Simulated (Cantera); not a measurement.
## Metals in furnace atmospheres: Cu + CO2 + H2

A closed system holds: 1 mol Cu, 0.025 mol CO2, a varied amount of H2, held at 1275 °C and 29.0 Pa.

Equilibrium computed with Cantera from the NASA thermochemical tables; the gas is ideal and each condensed phase is pure. Candidate condensed phases: C, C6H6, C7H8, C8H18, Cu, CuO, Cu(OH)2, Cu2O, H2O; 113 gas species. The numbers say what is thermodynamically allowed, not how fast it happens.

| n(H2) (mol) | x H2 | x Cu | x CO | x H2O | x H | n Cu(l) |
|---|---|---|---|---|---|---|
| 11 | 0.932 | 0.0620 | 0.00212 | 0.00212 | 0.00175 | 0.270 |
| 15 | 0.933 | 0.0620 | 0.00156 | 0.00156 | 0.00175 | 0.00449 |
| 19 | 0.946 | 0.0499 | 0.00125 | 0.00125 | 0.00176 | 0 |
| 25 | 0.958 | 0.0384 | 0.000959 | 0.000959 | 0.00177 | 0 |
| 33 | 0.967 | 0.0293 | 0.000734 | 0.000734 | 0.00178 | 0 |
| 43 | 0.974 | 0.0227 | 0.000567 | 0.000567 | 0.00178 | 0 |
| 57 | 0.980 | 0.0172 | 0.000430 | 0.000430 | 0.00179 | 0 |
| 75 | 0.984 | 0.0131 | 0.000329 | 0.000328 | 0.00179 | 0 |
| 98 | 0.988 | 0.0101 | 0.000252 | 0.000252 | 0.00180 | 0 |
| 130 | 0.990 | 0.00762 | 0.000191 | 0.000191 | 0.00180 | 0 |
| 170 | 0.992 | 0.00584 | 0.000146 | 0.000146 | 0.00180 | 0 |
| 220 | 0.993 | 0.00452 | 0.000113 | 0.000113 | 0.00180 | 0 |
x: gas mole fraction; n: condensed amount in mol.

From 11 mol H2 to 15 mol H2 the condensed part is Cu(l). From 19 mol H2 to 220 mol H2 nothing is condensed. The main Cu-bearing gas is Cu throughout.
